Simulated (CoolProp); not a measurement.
The fluid at 293.15 K and 3.59 MPa (stagnation) flows isentropically through a choked orifice. The same conditions are run with several fluids, on thermodynamics alone (safety and materials aside).

Model: reference Helmholtz-energy equation of state of each fluid (fluorine: de Reuck 1990; CF4 (R14): Platzer 1990; dry air: Lemmon 2000; methane: Setzmann 1991; oxygen: Schmidt 1985), in CoolProp. The equations of Platzer and Polt are older, rougher fits. Blends and air are pseudo-pure fits.

```
fluid      throat to inlet pressure ratio  mass flux (kg/(m² s))  throat temperature (K)
---------  ------------------------------  ---------------------  ----------------------
fluorine                       (withheld)                   9770                   245.9
CF4 (R14)                           0.577             (withheld)                   266.9
dry air                             0.524                   8600                   242.6
methane                             0.541             (withheld)                   251.1
oxygen                         (withheld)                   9070                   243.1
```

Q: Some entries are withheld; supply them.

A: 
- fluorine, throat to inlet pressure ratio: 0.530
- CF4 (R14), mass flux (kg/(m² s)): 14800
- methane, mass flux (kg/(m² s)): 6400
- oxygen, throat to inlet pressure ratio: 0.525
